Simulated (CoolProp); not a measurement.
A Linde-Hampson liquefier for carbon monoxide: isothermal reversible compression at 230 K from 1 atm to 20 MPa, throttling to 1 atm, return gas leaving the recuperator 0 K below the feed. Each further row changes one setting.

Model: reference Helmholtz-energy equation of state, Lemmon 2006, in CoolProp. It is a short technical equation, of lower accuracy than the large ones.

| case | liquid yield per pass | compression work (kJ/kg of gas) |
|---|---|---|
| as stated | [?] | 348 |
| high pressure 40 MPa | [?] | [?] |
| warm-end temperature 260 K | [?] | [?] |
| warm-end gap 5 K | 0.168 | 348 |

Some entries are withheld; supply them.


- as stated, liquid yield per pass: 0.180
- high pressure 40 MPa, liquid yield per pass: 0.209
- high pressure 40 MPa, compression work (kJ/kg of gas): 399
- warm-end temperature 260 K, liquid yield per pass: 0.128
- warm-end temperature 260 K, compression work (kJ/kg of gas): 401
